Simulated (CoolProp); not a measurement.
Saturation properties of cyclohexane (Tc = 553.6 K, pc = 4.081 MPa, ω = 0.209).

The numbers come from the reference Helmholtz-energy equation of state, Zhou 2014 in CoolProp.

| T (K) | p (MPa) | liquid density (kg/m³) | vapour density (kg/m³) | liquid cp (kJ/(kg K)) | surface tension (mN/m) |
|---|---|---|---|---|---|
| 441.8 | 0.7899 | 620.7 | 21.53 | 2.628 | 8.60 |
| 448 | 0.8831 | 612.6 | 24.11 | 2.672 | 8.00 |
| 454.1 | 0.9824 | 604.4 | 26.91 | 2.717 | 7.42 |
| 460.3 | 1.092 | 595.8 | 30.03 | 2.765 | 6.85 |
| 466.4 | 1.207 | 587.1 | 33.42 | 2.815 | 6.29 |
| 472.6 | 1.334 | 577.8 | 37.22 | 2.868 | 5.73 |
| 478.7 | 1.468 | 568.4 | 41.35 | 2.926 | 5.19 |
| 484.8 | 1.611 | 558.5 | 45.93 | 2.988 | 4.66 |
| 491 | 1.768 | 547.9 | 51.10 | 3.057 | 4.14 |
| 497.1 | 1.932 | 536.8 | 56.79 | 3.134 | 3.63 |
| 503.3 | 2.111 | 524.9 | 63.29 | 3.224 | 3.14 |

It boils at 353.9 K under 1 atm.

Surface tension comes from a separate correlation (Mulero 2012).
